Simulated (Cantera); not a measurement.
Standard-state values (1 bar) from the NASA 1993 polynomials, evaluated with Cantera. Values are per mole of reaction as written; species without (g) are pure solids or liquids, kept so even where they would boil at 1 bar.

OH(g) + 2 NbO2(g) = Nb2O5 + H(g), with ΔH° = -1320.8 kJ and ΔS° = -477.3 J/K at 300 K.

How far is the shortcut ΔG° ≈ ΔH°(300 K) − T·ΔS°(300 K) from the full temperature-dependent value at 2598, 2648, 2698, 2748, 2798, 2848, 2898, 2948, 2998 K?


```
T (K)  shortcut (kJ)  full (kJ)  difference (kJ)  difference in log10 K  condensed phases
-----  -------------  ---------  ---------------  ---------------------  ----------------
2598           -80.9     -296.4            215.5                  -4.33          Nb2O5(l)
2648           -57.0     -282.0            224.9                  -4.44          Nb2O5(l)
2698           -33.2     -267.7            234.5                  -4.54          Nb2O5(l)
2748            -9.3     -253.4            244.1                  -4.64          Nb2O5(l)
2798            14.5     -239.3            253.9                  -4.74          Nb2O5(l)
2848            38.4     -225.3            263.7                  -4.84          Nb2O5(l)
2898            62.3     -211.4            273.7                  -4.93          Nb2O5(l)
2948            86.1     -197.6            283.7                  -5.03          Nb2O5(l)
2998           110.0     -183.8            293.8                  -5.12          Nb2O5(l)
```
The shortcut ignores heat capacities and the phase changes listed.
